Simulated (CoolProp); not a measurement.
Aqueous propylene glycol as a coolant, at 22 °C, 1 atm.

Model: Melinder's fits for secondary coolants, in CoolProp.

```json
[
 {"mass %": "5.9", "freezing point (°C)": "-1.5", "conductivity (W/(m K))": "0.569", "Prandtl number": "8.56", "viscosity (mPa s)": "1.18", "cp (kJ/(kg K))": "4.119"},
 {"mass %": "12.3", "freezing point (°C)": "-3.8", "conductivity (W/(m K))": "0.534", "Prandtl number": "11.1", "viscosity (mPa s)": "1.46", "cp (kJ/(kg K))": "4.057"},
 {"mass %": "18.7", "freezing point (°C)": "-6.5", "conductivity (W/(m K))": "0.501", "Prandtl number": "14.5", "viscosity (mPa s)": "1.82", "cp (kJ/(kg K))": "3.994"},
 {"mass %": "25.1", "freezing point (°C)": "-9.8", "conductivity (W/(m K))": "0.469", "Prandtl number": "19.2", "viscosity (mPa s)": "2.29", "cp (kJ/(kg K))": "3.924"},
 {"mass %": "31.5", "freezing point (°C)": "-13.8", "conductivity (W/(m K))": "0.439", "Prandtl number": "25.5", "viscosity (mPa s)": "2.92", "cp (kJ/(kg K))": "3.842"},
 {"mass %": "37.9", "freezing point (°C)": "-18.7", "conductivity (W/(m K))": "0.411", "Prandtl number": "34.0", "viscosity (mPa s)": "3.73", "cp (kJ/(kg K))": "3.747"},
 {"mass %": "44.3", "freezing point (°C)": "-25.0", "conductivity (W/(m K))": "0.383", "Prandtl number": "45.0", "viscosity (mPa s)": "4.74", "cp (kJ/(kg K))": "3.640"},
 {"mass %": "50.7", "freezing point (°C)": "-33.2", "conductivity (W/(m K))": "0.358", "Prandtl number": "59.0", "viscosity (mPa s)": "5.99", "cp (kJ/(kg K))": "3.525"},
 {"mass %": "57.1", "freezing point (°C)": "-44.0", "conductivity (W/(m K))": "0.333", "Prandtl number": "77.2", "viscosity (mPa s)": "7.56", "cp (kJ/(kg K))": "3.405"}
]
```
